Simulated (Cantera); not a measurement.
## Ignition delay

Mixture: 6.69 % CH₄, 2.01 % C₂H₆, 0.382 % C₃H₈, 13.9 % O₂, 77.0 % N₂, at 370000 Pa, adiabatic and at constant volume. Ignition delay is the time to a rise of 400 K.

Cantera simulation using GRI-Mech 3.0 (53 species, 325 reactions); the numbers are that mechanism's predictions, not measurements.

| T0 (K) | delay (ms) |
|---|---|
| 1250 | 0.622 |
| 1300 | 0.353 |
| 1350 | 0.214 |
| 1400 | 0.136 |
| 1450 | 0.0889 |
| 1500 | 0.0599 |
| 1550 | 0.0414 |
| 1600 | 0.0292 |
| 1650 | 0.0211 |

```
Property                                                 Value
--------------------------------------------------  ----------
apparent activation energy between 1550 and 1650 K  140 kJ/mol
```
